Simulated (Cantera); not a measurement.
Feed: 1 mol B, 0.34 mol H2O, held at 410 Pa.

Method: chemical equilibrium by Gibbs-energy minimisation in Cantera with the NASA 1993 tables (ideal gas, pure condensed phases). Candidate condensed phases: B, B2O3, B3O3H3, H2O; 23 gas species. The tables' values for BH2 are old estimates; treat these amounts as uncertain. Equilibrium is a limit: real reactors are often held back by kinetics, nucleation or transport. All values below are at 1848 K.

Base state: H2 0.565, B2O2 0.199, HBO 0.180, BO 0.0335, B2O3 0.0142, H 0.00622, HBO2 0.00174, B2O 0.000323 (mole fractions); condensed: B(s).

Task: What changes in the equilibrium state with this change: H2O from 0.34 to 12 mol?

Result: 
```csv
species,before,after
H2O,1.71e-5,0.797
H2,0.565,0.119
HBO2,0.00174,0.0784
B2O2,0.199,3.95e-8
HBO,0.180,3.68e-5
BO,0.0335,1.49e-5
B2O3,0.0142,0.000621
B2O,0.000323,<1e-9
BH2,0.000103,<1e-9
OH,1.39e-8,0.00141
O2,<1e-9,7.56e-5
"B(s), mol",0.668,0
```

Task: What changes in the equilibrium state with this change: B replaced by B2O3?

Result: 
```tsv
species	before	after
B2O3	0.0142	0.521
HBO2	0.00174	0.439
H2O	1.71e-5	0.0298
H2	0.565	0.00297
B2O2	0.199	2.20e-5
HBO	0.180	0.000137
BO	0.0335	0.000352
B2O	0.000323	<1e-9
O2	<1e-9	0.000171
BH2	0.000103	<1e-9
O	<1e-9	3.87e-5
B(s), mol	0.668	0
```
